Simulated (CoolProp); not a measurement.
Vapour-liquid equilibrium of R125 (1) + R143a (2) at 1120 kPa; x and y are mole fractions of (1).

Computed with CoolProp (multi-fluid Helmholtz-energy mixture model, Lemmon 2005 and Lemmon and Jacobsen 2000; pair parameters Lemmon 2004).

Question: Give the bubble temperature and the first vapour's composition at x = 0.05, 0.35, 0.45. Is there an azeotrope?

Answer: x = 0.05: 293.6 K, y = 0.050; x = 0.35: 293.2 K, y = 0.360; x = 0.45: 293.0 K, y = 0.464. No azeotrope shows between x = 0.05 and 0.95.

The pair parameters rest on a limited set of measurements; away from them the model extrapolates.
